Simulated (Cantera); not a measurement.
A perfectly stirred reactor is fed with H2 : O2 = 0.22 : 1 (molar parts), equivalence ratio 0.11, at 10.00 Torr; it is held at 1450 K, and followed from long to short residence time.

Model: the H2/O2 subset of GRI-Mech 3.0, which has no nitrogen chemistry, integrated in Cantera. Radical loss at walls, strong at low pressure, is not modelled. The temperature is held fixed by assumption; the heat of reaction is taken as removed at once.

One state of this run: x H2 = 0.000762; x O2 = 0.794; x H2O2 = 7.95e-8; x HO2 = 2.22e-6; x OH = 0.00565; x H2O = 0.193. x: mole fraction; the columns are a selection and need not sum to one.

**Question.** Which value of τ (s) does it belong to?
(A) 19
(B) 0.013
(C) 0.00069
(D) 1.0

**Answer.** D, 1.0
